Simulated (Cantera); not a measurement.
Cantera run:

```python
import numpy as np
import cantera as ct

gas_names = [...]  # 123 gases of nasa_gas.yaml made of C, H, O, Si
cond_names = """
    C(gr) C6H6(L) C7H8(L) C8H18(L),n-octa H2O(s) H2O(L) Si(cr) Si(L) SiC(b) SiO2(Lqz) SiO2(hqz) SiO2(L)
""".split()


# ... load() reads the species with a 1 bar reference pressure and builds the phases ...
atoms = {
    'Si2H6': {'Si': 2, 'H': 6},
    'CO2': {'C': 1, 'O': 2},
    'H2': {'H': 2},
    'H2O': {'H': 2, 'O': 1},
}
top_T = {'C(gr)': 4500, 'SiC(b)': 3050}  # K; cautious upper limits of use, not melting points


# ... equilibrate(T, P, feed) seeds the gas with the atoms and calls Mixture.equilibrate('TP', solver="vcs", rtol=1e-11, max_steps=5000) ...
results = []
feed = {'Si2H6': 1, 'CO2': 0.15, 'H2': 1.5, 'H2O': 0.99}  # mol
P = 133.322  # Pa
for T in [1748, 1773, 1798, 1823, 1848, 1873, 1898, 1923, 1948, 1973, 1998, 2023]:
    mix = equilibrate(T, P, feed)
    results.append((T, P, feed, dict(zip(mix.species_names, mix.species_moles))))
    x = sorted(zip(gas.X, gas.species_names), reverse=True)
    print(f"T = {T:g} K  P = {P:g} Pa  gas = {mix.phase_moles(0):.4g} mol")
    print("   x: " + "  ".join(f"{s} {v:.3e}" for v, s in x if v > 0.001))
    print("   condensed (mol): " + ("  ".join(f"{mix.phase(i).name} {mix.phase_moles(i):.4g}"
          for i in range(1, mix.n_phases) if mix.phase_moles(i) > 1e-12) or "none"))
```

Result:

```
T = 1748 K  P = 133.322 Pa  gas = 6.807 mol
   x: H2 8.037e-01  SiO 1.764e-01  CO 1.316e-02  H 5.610e-03  Si 1.092e-03
   condensed (mol): Si(L) 0.7312  SiC(b) 0.06035
T = 1773 K  P = 133.322 Pa  gas = 6.815 mol
   x: H2 8.020e-01  SiO 1.740e-01  CO 1.530e-02  H 6.977e-03  Si 1.598e-03
   condensed (mol): Si(L) 0.7568  SiC(b) 0.04564
T = 1798 K  P = 133.322 Pa  gas = 6.826 mol
   x: H2 7.999e-01  SiO 1.713e-01  CO 1.767e-02  H 8.624e-03  Si 2.314e-03
   condensed (mol): Si(L) 0.7842  SiC(b) 0.02925
T = 1823 K  P = 133.322 Pa  gas = 6.84 mol
   x: H2 7.973e-01  SiO 1.683e-01  CO 2.027e-02  H 1.059e-02  Si 3.316e-03
   condensed (mol): Si(L) 0.8129  SiC(b) 0.0111
T = 1848 K  P = 133.322 Pa  gas = 6.858 mol
   x: H2 7.940e-01  SiO 1.663e-01  CO 2.181e-02  H 1.294e-02  Si 4.705e-03
   condensed (mol): Si(L) 0.8246
T = 1873 K  P = 133.322 Pa  gas = 6.881 mol
   x: H2 7.898e-01  SiO 1.658e-01  CO 2.172e-02  H 1.571e-02  Si 6.614e-03
   condensed (mol): Si(L) 0.8102
T = 1898 K  P = 133.322 Pa  gas = 6.912 mol
   x: H2 7.847e-01  SiO 1.651e-01  CO 2.159e-02  H 1.896e-02  Si 9.214e-03
   condensed (mol): Si(L) 0.7905
T = 1923 K  P = 133.322 Pa  gas = 6.951 mol
   x: H2 7.783e-01  SiO 1.642e-01  H 2.276e-02  CO 2.143e-02  Si 1.272e-02
   condensed (mol): Si(L) 0.7637
T = 1948 K  P = 133.322 Pa  gas = 7.001 mol
   x: H2 7.703e-01  SiO 1.630e-01  H 2.716e-02  CO 2.122e-02  Si 1.742e-02
   condensed (mol): Si(L) 0.7274
T = 1973 K  P = 133.322 Pa  gas = 7.067 mol
   x: H2 7.604e-01  SiO 1.616e-01  H 3.222e-02  Si 2.367e-02  CO 2.096e-02
   condensed (mol): Si(L) 0.6784
T = 1998 K  P = 133.322 Pa  gas = 7.152 mol
   x: H2 7.482e-01  SiO 1.598e-01  H 3.800e-02  Si 3.190e-02  CO 2.062e-02
   condensed (mol): Si(L) 0.6126
T = 2023 K  P = 133.322 Pa  gas = 7.262 mol
   x: H2 7.332e-01  SiO 1.574e-01  H 4.454e-02  Si 4.267e-02  CO 2.020e-02
   condensed (mol): Si(L) 0.5243
```

Equilibrium computed with Cantera from the NASA thermochemical tables; the gas is ideal and each condensed phase is pure. The feed counts by its element totals alone. Mutual solubility and eutectic melting of coexisting phases are not modelled. Gases not in the tables: Si2H6 and higher silanes.
